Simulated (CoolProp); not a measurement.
Values from CoolProp's reference Helmholtz-energy equation of state, Akasaka 2023.

### Question
Give the vapour pressure (MPa), liquid density (kg/m³), vapour density (kg/m³), enthalpy of vaporisation (kJ/kg) of saturated R1224YDZ at 248.2, 283.7 K.

### Answer
```json
[
 {"T (K)": "248.2", "p (MPa)": "0.0161", "liquid density (kg/m³)": "1490", "vapour density (kg/m³)": "1.18", "enthalpy of vaporisation (kJ/kg)": "188"},
 {"T (K)": "283.7", "p (MPa)": "0.0856", "liquid density (kg/m³)": "1400", "vapour density (kg/m³)": "5.64", "enthalpy of vaporisation (kJ/kg)": "171"}
]
```
